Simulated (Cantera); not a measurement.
Input (Python, Cantera) and output of one run.

```python
import numpy as np
import cantera as ct

gas_names = [...]  # 77 gases of nasa_gas.yaml made of C, H, Ta
cond_names = """
    C(gr) C6H6(L) C7H8(L) C8H18(L),n-octa Ta(cr) Ta(L) TaC(s) TaC(L)
""".split()


# ... load() reads the species with a 1 bar reference pressure and builds the phases ...
atoms = {
    'Ta': {'Ta': 1},
    'CH4': {'C': 1, 'H': 4},
    'H2': {'H': 2},
}
top_T = {'C(gr)': 4500}  # K; cautious upper limits of use, not melting points


# ... equilibrate(T, P, feed) seeds the gas with the atoms and calls Mixture.equilibrate('TP', solver="vcs", rtol=1e-11, max_steps=5000) ...
results = []
P = 190000  # Pa
for T in [1123, 1198, 1273, 1348, 1423, 1498, 1573, 1648, 1723, 1798, 1873, 1948, 2023, 2098]:
    for m in [24, 28, 34, 40, 47, 56, 67, 79, 94, 110]:
        feed = {'Ta': 1, 'CH4': 2.4, 'H2': m}  # mol
        mix = equilibrate(T, P, feed)
        results.append((T, P, feed, dict(zip(mix.species_names, mix.species_moles))))

for T, P, feed, n in results:
    print(f"{T:7g} {feed['H2']:10.4g}  " + (" + ".join(c for c in cond_names if n.get(c, 0) > 1e-12) or "gas only"))
```

Result:

```
   1123         24  C(gr) + TaC(s)
   1123         28  TaC(s)
   1123         34  TaC(s)
   1123         40  TaC(s)
   1123         47  TaC(s)
   1123         56  TaC(s)
   1123         67  TaC(s)
   1123         79  TaC(s)
   1123         94  TaC(s)
   1123        110  TaC(s)
   1198         24  C(gr) + TaC(s)
   1198         28  C(gr) + TaC(s)
   1198         34  C(gr) + TaC(s)
   1198         40  C(gr) + TaC(s)
   1198         47  TaC(s)
   1198         56  TaC(s)
   1198         67  TaC(s)
   1198         79  TaC(s)
   1198         94  TaC(s)
   1198        110  TaC(s)
   1273         24  C(gr) + TaC(s)
   1273         28  C(gr) + TaC(s)
   1273         34  C(gr) + TaC(s)
   1273         40  C(gr) + TaC(s)
   1273         47  C(gr) + TaC(s)
   1273         56  C(gr) + TaC(s)
   1273         67  C(gr) + TaC(s)
   1273         79  TaC(s)
   1273         94  TaC(s)
   1273        110  TaC(s)
   1348         24  C(gr) + TaC(s)
   1348         28  C(gr) + TaC(s)
   1348         34  C(gr) + TaC(s)
   1348         40  C(gr) + TaC(s)
   1348         47  C(gr) + TaC(s)
   1348         56  C(gr) + TaC(s)
   1348         67  C(gr) + TaC(s)
   1348         79  C(gr) + TaC(s)
   1348         94  C(gr) + TaC(s)
   1348        110  C(gr) + TaC(s)
   1423         24  C(gr) + TaC(s)
   1423         28  C(gr) + TaC(s)
   1423         34  C(gr) + TaC(s)
   1423         40  C(gr) + TaC(s)
   1423         47  C(gr) + TaC(s)
   1423         56  C(gr) + TaC(s)
   1423         67  C(gr) + TaC(s)
   1423         79  C(gr) + TaC(s)
   1423         94  C(gr) + TaC(s)
   1423        110  C(gr) + TaC(s)
   1498         24  C(gr) + TaC(s)
   1498         28  C(gr) + TaC(s)
   1498         34  C(gr) + TaC(s)
   1498         40  C(gr) + TaC(s)
   1498         47  C(gr) + TaC(s)
   1498         56  C(gr) + TaC(s)
   1498         67  C(gr) + TaC(s)
   1498         79  C(gr) + TaC(s)
   1498         94  C(gr) + TaC(s)
   1498        110  C(gr) + TaC(s)
   1573         24  C(gr) + TaC(s)
   1573         28  C(gr) + TaC(s)
   1573         34  C(gr) + TaC(s)
   1573         40  C(gr) + TaC(s)
   1573         47  C(gr) + TaC(s)
   1573         56  C(gr) + TaC(s)
   1573         67  C(gr) + TaC(s)
   1573         79  C(gr) + TaC(s)
   1573         94  C(gr) + TaC(s)
   1573        110  C(gr) + TaC(s)
   1648         24  C(gr) + TaC(s)
   1648         28  C(gr) + TaC(s)
   1648         34  C(gr) + TaC(s)
   1648         40  C(gr) + TaC(s)
   1648         47  C(gr) + TaC(s)
   1648         56  C(gr) + TaC(s)
   1648         67  C(gr) + TaC(s)
   1648         79  C(gr) + TaC(s)
   1648         94  C(gr) + TaC(s)
   1648        110  C(gr) + TaC(s)
   1723         24  C(gr) + TaC(s)
   1723         28  C(gr) + TaC(s)
   1723         34  C(gr) + TaC(s)
   1723         40  C(gr) + TaC(s)
   1723         47  C(gr) + TaC(s)
   1723         56  C(gr) + TaC(s)
   1723         67  C(gr) + TaC(s)
   1723         79  C(gr) + TaC(s)
   1723         94  C(gr) + TaC(s)
   1723        110  C(gr) + TaC(s)
   1798         24  C(gr) + TaC(s)
   1798         28  C(gr) + TaC(s)
   1798         34  C(gr) + TaC(s)
   1798         40  C(gr) + TaC(s)
   1798         47  C(gr) + TaC(s)
   1798         56  C(gr) + TaC(s)
   1798         67  C(gr) + TaC(s)
   1798         79  C(gr) + TaC(s)
   1798         94  C(gr) + TaC(s)
   1798        110  C(gr) + TaC(s)
   1873         24  C(gr) + TaC(s)
   1873         28  C(gr) + TaC(s)
   1873         34  C(gr) + TaC(s)
   1873         40  C(gr) + TaC(s)
   1873         47  C(gr) + TaC(s)
   1873         56  C(gr) + TaC(s)
   1873         67  C(gr) + TaC(s)
   1873         79  C(gr) + TaC(s)
   1873         94  C(gr) + TaC(s)
   1873        110  C(gr) + TaC(s)
   1948         24  C(gr) + TaC(s)
   1948         28  C(gr) + TaC(s)
   1948         34  C(gr) + TaC(s)
   1948         40  C(gr) + TaC(s)
   1948         47  C(gr) + TaC(s)
   1948         56  C(gr) + TaC(s)
   1948         67  C(gr) + TaC(s)
   1948         79  C(gr) + TaC(s)
   1948         94  C(gr) + TaC(s)
   1948        110  C(gr) + TaC(s)
   2023         24  C(gr) + TaC(s)
   2023         28  C(gr) + TaC(s)
   2023         34  C(gr) + TaC(s)
   2023         40  C(gr) + TaC(s)
   2023         47  C(gr) + TaC(s)
   2023         56  C(gr) + TaC(s)
   2023         67  C(gr) + TaC(s)
   2023         79  C(gr) + TaC(s)
   2023         94  C(gr) + TaC(s)
   2023        110  C(gr) + TaC(s)
   2098         24  C(gr) + TaC(s)
   2098         28  C(gr) + TaC(s)
   2098         34  C(gr) + TaC(s)
   2098         40  C(gr) + TaC(s)
   2098         47  C(gr) + TaC(s)
   2098         56  C(gr) + TaC(s)
   2098         67  C(gr) + TaC(s)
   2098         79  C(gr) + TaC(s)
   2098         94  C(gr) + TaC(s)
   2098        110  C(gr) + TaC(s)
```

Equilibrium computed with Cantera from the NASA thermochemical tables; the gas is ideal and each condensed phase is pure. TaC: taken at fixed stoichiometry. Condensed phases not in the tables: Ta2C.
